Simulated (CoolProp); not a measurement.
Vapour-liquid equilibrium of m-xylene (1) + n-undecane (2) at 153.35 °C; x and y are mole fractions of (1).

Model: multi-fluid Helmholtz-energy mixture model, Zhou 2012 and Aleksandrov 2011; pair parameters Bell 2016, in CoolProp.

```
x     bubble pressure (bar)  y at the bubble point  dew pressure at overall composition x (bar)  liquid density (mol/L)
----  ---------------------  ---------------------  -------------------------------------------  ----------------------
0.05                 0.3675                  0.183                                       0.3274                   4.163
0.15                 0.4738                  0.427                                       0.3567                   4.361
0.25                 0.5813                  0.585                                       0.3917                   4.575
0.35                 0.6909                  0.695                                       0.4341                   4.807
0.45                 0.8032                  0.777                                       0.4868                   5.061
0.55                 0.9183                  0.840                                       0.5537                   5.337
0.65                  1.036                  0.890                                       0.6417                   5.641
0.75                  1.157                  0.930                                       0.7626                   5.975
0.85                  1.280                  0.962                                       0.9402                   6.345
0.95                  1.403                  0.989                                        1.231                   6.755
```

No azeotrope shows between x = 0.05 and 0.95.

Pair parameters are fitted to limited data, so mixtures are less certain than the pure fluids.
